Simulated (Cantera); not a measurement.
A perfectly stirred reactor is fed with N2O : N2 = 1 : 0.15 (molar parts), at 1600 Pa; it is held at 1575 K, and followed from long to short residence time.

Cantera simulation using GRI-Mech 3.0 (53 species, 325 reactions); the numbers are that mechanism's predictions, not measurements. GRI-Mech 3.0 was tuned for natural gas; its chemistry of N2O as a main component is partial and can be far from experiment. Radical loss at walls, strong at low pressure, is not modelled. The temperature is held fixed by assumption; the heat of reaction is taken as removed at once.

What does this change do: temperature 1575 to 1600 K?


```
quantity                 before     after
---------------------  --------  --------
x(N2O) at τ = 7.20 s     0.0383    0.0297
x(O) at τ = 7.20 s     0.000135  0.000166
x(NO2) at τ = 7.20 s    3.86e-5   4.03e-5
x(N2) at τ = 7.20 s       0.591     0.593
x(NO) at τ = 7.20 s       0.162     0.169
x(N2O) at τ = 60.0 ms     0.734     0.700
x(O) at τ = 60.0 ms    0.000141  0.000174
x(NO2) at τ = 60.0 ms   2.53e-6   3.46e-6
x(N2) at τ = 60.0 ms      0.205     0.223
x(NO) at τ = 60.0 ms     0.0270    0.0352
```

What does this change do: temperature 1575 to 1275 K?


| quantity | before | after |
|---|---|---|
| x(N2O) at τ = 7.20 s | 0.0383 | 0.627 |
| x(O) at τ = 7.20 s | 0.000135 | 5.46e-6 |
| x(NO2) at τ = 7.20 s | 3.86e-5 | 4.33e-6 |
| x(N2) at τ = 7.20 s | 0.591 | 0.277 |
| x(NO) at τ = 7.20 s | 0.162 | 0.0232 |
| x(N2O) at τ = 60.0 ms | 0.734 | 0.867 |
| x(O) at τ = 60.0 ms | 0.000141 | 5.44e-6 |
| x(NO2) at τ = 60.0 ms | 2.53e-6 | 7.26e-9 |
| x(N2) at τ = 60.0 ms | 0.205 | 0.132 |
| x(NO) at τ = 60.0 ms | 0.0270 | 0.000266 |
The mechanism lacks the step 2 NO + O2 → 2 NO2, which can matter for NO2 below about 1400 K.
